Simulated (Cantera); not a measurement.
Standard-state values (1 bar) from the NASA 1993 polynomials, evaluated with Cantera. Values are per mole of reaction as written; species without (g) are pure solids or liquids, kept so even where they would boil at 1 bar.

Problem. Between 300 and 598 K, where is each reaction favourable under standard conditions?
- 7 Ti2O3 ⇌ 2 Ti + 3 Ti4O7
- 8 TiCl3 + 7 O2(g) ⇌ 2 Ti4O7 + 12 Cl2(g)
- 2 Ti2O3 + 4 Cl2(g) ⇌ O2(g) + 4 TiOCl2(g)

Solution. 
- 7 Ti2O3 ⇌ 2 Ti + 3 Ti4O7: ΔG° is 398 kJ at 300 K and 370 kJ at 598 K; it stays positive (K < 1). ΔH° is 405 kJ and ΔS° 59 J/K at 598 K.
- 8 TiCl3 + 7 O2(g) ⇌ 2 Ti4O7 + 12 Cl2(g): ΔG° is -1191 kJ at 300 K and -1333 kJ at 598 K; it stays negative (K > 1). ΔH° is -1063 kJ and ΔS° 453 J/K at 598 K.
- 2 Ti2O3 + 4 Cl2(g) ⇌ O2(g) + 4 TiOCl2(g): ΔG° is 727 kJ at 300 K and 600 kJ at 598 K; it stays positive (K < 1). ΔH° is 842 kJ and ΔS° 404 J/K at 598 K.
